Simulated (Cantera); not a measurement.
Low-pressure radical oxidation in H2/O2

An isothermal, constant-pressure homogeneous reactor starts with H2 : O2 : N2 = 0.017 : 1 : 1 (molar parts), equivalence ratio 0.0085, at 1200 K and 0.00150 bar.

Model: GRI-Mech 3.0 (53 species, 325 reactions), integrated in Cantera. Radical loss at walls, strong at low pressure, is not modelled.

| t (s) | x H2 | x O2 | x N2O | x H | x NO2 |
|---|---|---|---|---|---|
| 4.00e-5 | 0.00843 | 0.496 | <1e-12 | 1.68e-11 | <1e-12 |
| 0.000131 | 0.00843 | 0.496 | <1e-12 | 5.20e-11 | <1e-12 |
| 0.000429 | 0.00843 | 0.496 | <1e-12 | 1.43e-10 | <1e-12 |
| 0.00141 | 0.00843 | 0.496 | <1e-12 | 3.14e-10 | <1e-12 |
| 0.00461 | 0.00843 | 0.496 | <1e-12 | 7.28e-10 | <1e-12 |
| 0.0151 | 0.00843 | 0.496 | <1e-12 | 5.15e-9 | <1e-12 |
| 0.0494 | 0.00841 | 0.496 | <1e-12 | 1.73e-6 | <1e-12 |
| 0.162 | 8.13e-5 | 0.488 | 2.18e-10 | 0.000655 | <1e-12 |
| 0.530 | 5.61e-5 | 0.488 | 9.08e-10 | 0.000583 | <1e-12 |
| 1.74 | 5.24e-5 | 0.489 | 1.25e-9 | 0.000524 | <1e-12 |
| 5.69 | 4.25e-5 | 0.490 | 1.31e-9 | 0.000377 | <1e-12 |
| 18.6 | 2.36e-5 | 0.491 | 1.46e-9 | 0.000152 | <1e-12 |
| 61.1 | 6.67e-6 | 0.493 | 1.70e-9 | 2.24e-5 | 1.52e-12 |
| 200 | 1.05e-6 | 0.494 | 1.91e-9 | 1.39e-6 | 3.51e-12 |
x: mole fraction; the columns are a selection and need not sum to one.

Equilibrium at this temperature and pressure: H2 3.98e-9, O2 0.494, N2O 5.17e-10, H 3.23e-10, NO2 2.40e-7 (gas phase only).
